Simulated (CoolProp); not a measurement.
The numbers come from the reference Helmholtz-energy equation of state, Lemmon 2006 in CoolProp. It is a short technical equation, of lower accuracy than the large ones.

**Question.** For neopentane, give the phase and the density (kg/m³), cv (kJ/(kg K)), Joule-Thomson coefficient (K/MPa), expansivity (1/kK) at 420.4 K and 5.03 MPa; 453.8 K and 5.03 MPa.

**Answer.** 
- 420.4 K and 5.03 MPa: liquid; density 422, cv 2.26, Joule-Thomson coefficient 0.881, expansivity 5.25
- 453.8 K and 5.03 MPa: supercritical; density 317, cv 2.44, Joule-Thomson coefficient 4.28, expansivity 15.4
